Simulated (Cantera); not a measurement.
Charge: 1 mol SiC, 0.31 mol H2O, 400 mol N2, equilibrated at 6.20 bar.

Method: chemical equilibrium by Gibbs-energy minimisation in Cantera with the NASA 1993 tables (ideal gas, pure condensed phases). Candidate condensed phases: C, C6H6, C7H8, C8H18, H2O, Si, SiC, SiO2, Si2N2O, Si3N4; 151 gas species. N2 is the only nitrogen source here; it is nearly inert below about 1500 K, so the nitride shown seldom forms there in practice. Mutual solubility and eutectic melting of coexisting phases are not modelled. Kinetics and transport are ignored.

Question: Which condensed phases are stable at each of these points (T (K)): 1100, 1175, 1250, 1325, 1400, 1475, 1550, 1625, 1700, 1775, 1850, 1925, 2000, 2075?

Answer: 
| T (K) | condensed phases | Si condensed (%) |
|---|---|---|
| 1100 | C(graphite) + Si2N2O(s) + Si3N4(s) | 100.0 |
| 1175 | C(graphite) + Si2N2O(s) + Si3N4(s) | 100.0 |
| 1250 | C(graphite) + Si2N2O(s) + Si3N4(s) | 100.0 |
| 1325 | C(graphite) + Si2N2O(s) + Si3N4(s) | 100.0 |
| 1400 | C(graphite) + Si2N2O(s) + Si3N4(s) | 100.0 |
| 1475 | C(graphite) + Si2N2O(s) + Si3N4(s) | 100.0 |
| 1550 | C(graphite) + Si2N2O(s) + Si3N4(s) | 100.0 |
| 1625 | C(graphite) + Si2N2O(s) + Si3N4(s) | 100.0 |
| 1700 | C(graphite) + Si2N2O(s) + Si3N4(s) | 100.0 |
| 1775 | C(graphite) + Si3N4(s) | 99.9 |
| 1850 | C(graphite) + Si3N4(s) | 99.9 |
| 1925 | SiC(s) + Si3N4(s) | 99.7 |
| 2000 | SiC(s) + Si3N4(s) | 99.2 |
| 2075 | SiC(s) + Si3N4(s) | 98.0 |

From 1100 K to 1700 K the condensed part is C(graphite) + Si2N2O(s) + Si3N4(s). From 1775 K to 1850 K the condensed part is C(graphite) + Si3N4(s). From 1925 K to 2075 K the condensed part is SiC(s) + Si3N4(s).
